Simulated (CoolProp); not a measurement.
Model: reference Helmholtz-energy equation of state, Lemmon 2006, in CoolProp. It is a short technical equation, of lower accuracy than the large ones.

### Question
Give the vapour pressure (MPa), liquid cp (kJ/(kg K)), surface tension (mN/m) of saturated n-nonane at 272.5 K.

### Answer
```
T (K)  p (MPa)  liquid cp (kJ/(kg K))  surface tension (mN/m)
-----  -------  ---------------------  ----------------------
272.5  9.56e-5                   2.12                    24.9
```

Surface tension comes from a separate correlation (Mulero 2012).
